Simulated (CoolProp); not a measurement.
Properties of R1224YDZ along the isobar 2010 kPa (Tc = 428.7 K, pc = 3334 kPa, ω = 0.325).

Values from CoolProp's reference Helmholtz-energy equation of state, Akasaka 2023.

```json
[
 {"T (K)": "301.2", "phase": "liquid", "speed of sound (m/s)": "619.9", "Joule-Thomson coefficient (K/MPa)": "-0.2541", "expansivity (1/kK)": "2.003"},
 {"T (K)": "315.5", "phase": "liquid", "speed of sound (m/s)": "567.3", "Joule-Thomson coefficient (K/MPa)": "-0.2017", "expansivity (1/kK)": "2.175"},
 {"T (K)": "329.9", "phase": "liquid", "speed of sound (m/s)": "514.4", "Joule-Thomson coefficient (K/MPa)": "-0.1341", "expansivity (1/kK)": "2.402"},
 {"T (K)": "344.2", "phase": "liquid", "speed of sound (m/s)": "461.4", "Joule-Thomson coefficient (K/MPa)": "-0.04489", "expansivity (1/kK)": "2.704"},
 {"T (K)": "358.5", "phase": "liquid", "speed of sound (m/s)": "407.4", "Joule-Thomson coefficient (K/MPa)": "0.07957", "expansivity (1/kK)": "3.130"},
 {"T (K)": "372.8", "phase": "liquid", "speed of sound (m/s)": "351.5", "Joule-Thomson coefficient (K/MPa)": "0.2661", "expansivity (1/kK)": "3.773"},
 {"T (K)": "387.2", "phase": "liquid", "speed of sound (m/s)": "290.9", "Joule-Thomson coefficient (K/MPa)": "0.5853", "expansivity (1/kK)": "4.899"},
 {"T (K)": "415.8", "phase": "gas", "speed of sound (m/s)": "115.3", "Joule-Thomson coefficient (K/MPa)": "15.76", "expansivity (1/kK)": "8.263"},
 {"T (K)": "430.2", "phase": "gas", "speed of sound (m/s)": "124.9", "Joule-Thomson coefficient (K/MPa)": "___", "expansivity (1/kK)": "6.185"},
 {"T (K)": "444.5", "phase": "gas", "speed of sound (m/s)": "132.5", "Joule-Thomson coefficient (K/MPa)": "10.74", "expansivity (1/kK)": "___"},
 {"T (K)": "458.8", "phase": "gas", "speed of sound (m/s)": "138.9", "Joule-Thomson coefficient (K/MPa)": "9.288", "expansivity (1/kK)": "___"},
 {"T (K)": "473.1", "phase": "gas", "speed of sound (m/s)": "144.5", "Joule-Thomson coefficient (K/MPa)": "8.178", "expansivity (1/kK)": "3.853"}
]
```

Question: Complete the blanks.

Answer: 
- 430.2, Joule-Thomson coefficient (K/MPa): 12.74
- 444.5, expansivity (1/kK): 5.067
- 458.8, expansivity (1/kK): 4.353
